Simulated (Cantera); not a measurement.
An adiabatic, constant-pressure homogeneous reactor starts with CH₄ : H₂ : O₂ : N₂ = 1 : 0.14 : 1.88 : 7.08 (molar parts), equivalence ratio 1.1, at 1225 K and 0.770 bar. Integrator tolerance rtol = 1e-08.

Model: GRI-Mech 3.0 (53 species, 325 reactions), integrated in Cantera.

### Question
What does this change do: initial temperature 1225 to 1625 K?

### Answer
| quantity | before | after |
|---|---|---|
| time of steepest temperature rise | 12.2 ms | 0.322 ms |
| temperature at 0.800 s | 2637 K | 2777 K |
| equilibrium temperature | 2637 K | 2777 K |
| x(CH₄) at 0.800 s | <1e-12 (gas-phase equilibrium <1e-12) | <1e-12 (gas-phase equilibrium <1e-12) |
| x(H₂) at 0.800 s | 0.0226 (gas-phase equilibrium 0.0226) | 0.0293 (gas-phase equilibrium 0.0293) |
| x(O₂) at 0.800 s | 0.00939 (gas-phase equilibrium 0.00939) | 0.0142 (gas-phase equilibrium 0.0142) |
| x(C₂H₂) at 0.800 s | <1e-12 (gas-phase equilibrium <1e-12) | <1e-12 (gas-phase equilibrium <1e-12) |
| x(H) at 0.800 s | 0.00769 (gas-phase equilibrium 0.00769) | 0.0148 (gas-phase equilibrium 0.0148) |
| x(NO) at 0.800 s | 0.00566 (gas-phase equilibrium 0.00566) | 0.00851 (gas-phase equilibrium 0.00851) |
| x(HCO) at 0.800 s | 3.07e-8 (gas-phase equilibrium 3.07e-8) | 5.97e-8 (gas-phase equilibrium 5.97e-8) |

### Question
What does this change do: pressure from 0.770 bar to 1.30 bar?

### Answer
```
quantity                                                            before                                    after
---------------------------------  ---------------------------------------  ---------------------------------------
time of steepest temperature rise                                  12.2 ms                                  7.94 ms
temperature at 0.800 s                                              2637 K                                   2670 K
equilibrium temperature                                             2637 K                                   2670 K
x(CH₄) at 0.800 s                    <1e-12 (gas-phase equilibrium <1e-12)    <1e-12 (gas-phase equilibrium <1e-12)
x(H₂) at 0.800 s                     0.0226 (gas-phase equilibrium 0.0226)    0.0214 (gas-phase equilibrium 0.0214)
x(O₂) at 0.800 s                   0.00939 (gas-phase equilibrium 0.00939)  0.00839 (gas-phase equilibrium 0.00839)
x(C₂H₂) at 0.800 s                   <1e-12 (gas-phase equilibrium <1e-12)    <1e-12 (gas-phase equilibrium <1e-12)
x(H) at 0.800 s                    0.00769 (gas-phase equilibrium 0.00769)  0.00655 (gas-phase equilibrium 0.00655)
x(NO) at 0.800 s                   0.00566 (gas-phase equilibrium 0.00566)  0.00564 (gas-phase equilibrium 0.00564)
x(HCO) at 0.800 s                  3.07e-8 (gas-phase equilibrium 3.07e-8)  4.12e-8 (gas-phase equilibrium 4.12e-8)
```
